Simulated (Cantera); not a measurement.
Low-pressure radical oxidation in H2/O2

An isothermal, constant-pressure homogeneous reactor starts with H2 : O2 = 0.72 : 1 (molar parts), at 1073 K and 4.28 Torr.

Computed with Cantera and the H2/O2 subset of GRI-Mech 3.0, which has no nitrogen chemistry. Radical loss at walls, strong at low pressure, is not modelled. The temperature is held fixed by assumption; the heat of reaction is taken as removed at once.

| t (s) | x H2 | x O2 | x HO2 | x H | x OH | x O |
|---|---|---|---|---|---|---|
| 1.00e-6 | 0.419 | 0.581 | 6.48e-12 | 6.47e-12 | <1e-12 | <1e-12 |
| 3.42e-6 | 0.419 | 0.581 | 2.22e-11 | 2.21e-11 | <1e-12 | <1e-12 |
| 1.17e-5 | 0.419 | 0.581 | 7.59e-11 | 7.47e-11 | 1.19e-12 | 1.31e-12 |
| 4.00e-5 | 0.419 | 0.581 | 2.59e-10 | 2.52e-10 | 1.05e-11 | 1.40e-11 |
| 0.000137 | 0.419 | 0.581 | 8.88e-10 | 9.23e-10 | 7.24e-11 | 1.33e-10 |
| 0.000468 | 0.419 | 0.581 | 3.04e-9 | 6.01e-9 | 6.27e-10 | 1.40e-9 |
| 0.00160 | 0.419 | 0.581 | 1.20e-8 | 5.30e-7 | 5.82e-8 | 1.34e-7 |
| 0.00548 | 0.130 | 0.456 | 4.57e-6 | 0.161 | 0.0105 | 0.0385 |
| 0.0187 | 0.0245 | 0.426 | 6.32e-6 | 0.128 | 0.00809 | 0.0476 |
| 0.0641 | 0.00695 | 0.461 | 7.83e-6 | 0.0144 | 0.00439 | 0.0107 |
| 0.219 | 0.000316 | 0.470 | 3.08e-6 | 0.000124 | 0.000896 | 0.000459 |
| 0.750 | 2.08e-5 | 0.470 | 3.99e-7 | 2.23e-6 | 0.000236 | 3.15e-5 |
| 2.56 | 2.93e-6 | 0.471 | 6.78e-8 | 1.26e-7 | 9.06e-5 | 4.67e-6 |
| 8.77 | 5.98e-7 | 0.471 | 1.54e-8 | 1.22e-8 | 4.16e-5 | 9.82e-7 |
| 30.0 | 1.45e-7 | 0.471 | 4.53e-9 | 1.49e-9 | 2.07e-5 | 2.43e-7 |
x: mole fraction; the columns are a selection and need not sum to one.

Equilibrium at this temperature and pressure: H2 6.85e-9, O2 0.471, HO2 3.20e-9, H 1.55e-11, OH 4.47e-6, O 1.14e-8 (gas phase only).
